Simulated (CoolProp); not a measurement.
CH2F2 (R32) at 280.19 K and 1.68 MPa is throttled through a valve to 0.118 MPa with no heat exchange. Each further row changes one setting.

Values from CoolProp's reference Helmholtz-energy equation of state, Tillner-Roth 1997.

```csv
case,temperature change (K),final phase,final density (kg/m³)
as stated,(withheld),(withheld),13.9
outlet pressure 0.0354 MPa,(withheld),"two-phase, vapour fraction 0.317",3.51
outlet pressure 0.153 MPa,(withheld),"two-phase, vapour fraction 0.226",19.2
```

Task: Fill in the missing entries.

Result: 
- as stated, temperature change (K): -55.7
- as stated, final phase: two-phase, vapour fraction 0.246
- outlet pressure 0.0354 MPa, temperature change (K): -77.3
- outlet pressure 0.153 MPa, temperature change (K): -50.3
